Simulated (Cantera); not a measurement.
## Equilibrium for silicon epitaxy and polysilicon growth: SiH₂Cl₂ + N₂

Charge: 1 mol SiH₂Cl₂, 9 mol N₂, at 158 Torr.

These are equilibrium values from Cantera (NASA tables, ideal gas, pure condensed phases), not measurements of a reactor. Candidate condensed phases: NH₄Cl, Si, Si₃N₄; 28 gas species. N₂ is the only nitrogen source here; it is nearly inert below about 1500 K, so the nitride shown seldom forms there in practice. The tables' values for SiCl₃ are old estimates; treat these amounts as uncertain. The numbers say what is thermodynamically allowed, not how fast it happens.

From 800 K to 1700 K the condensed part is Si₃N₄(s). The main Si-bearing gas is SiCl₄ at 800 K and SiCl₂ at 1700 K. The share of Si in condensed phases is highest at 1300 K (81.7 %) and lowest at 1700 K (56.9 %).

```tsv
T (K)	x N₂	x HCl	x H₂	x SiCl₂	x SiCl₄	x SiCl₃	x SiHCl₃	n Si₃N₄(s)
800	0.829	0.0992	0.0480	2.42e-11	0.0240	7.23e-8	1.05e-5	0.251
900	0.827	0.107	0.0438	2.65e-9	0.0219	1.10e-6	2.54e-5	0.258
1000	0.826	0.113	0.0407	1.11e-7	0.0203	9.66e-6	5.13e-5	0.264
1100	0.824	0.118	0.0382	2.34e-6	0.0190	5.65e-5	9.06e-5	0.268
1200	0.823	0.122	0.0363	2.92e-5	0.0179	0.000244	0.000144	0.271
1300	0.823	0.125	0.0348	0.000241	0.0166	0.000821	0.000211	0.272
1400	0.822	0.126	0.0341	0.00142	0.0145	0.00220	0.000278	0.270
1500	0.820	0.124	0.0347	0.00597	0.0108	0.00451	0.000316	0.259
1600	0.818	0.115	0.0383	0.0172	0.00568	0.00629	0.000274	0.231
1700	0.816	0.0981	0.0454	0.0331	0.00188	0.00561	0.000168	0.190
```
x: gas mole fraction; n: condensed amount in mol.
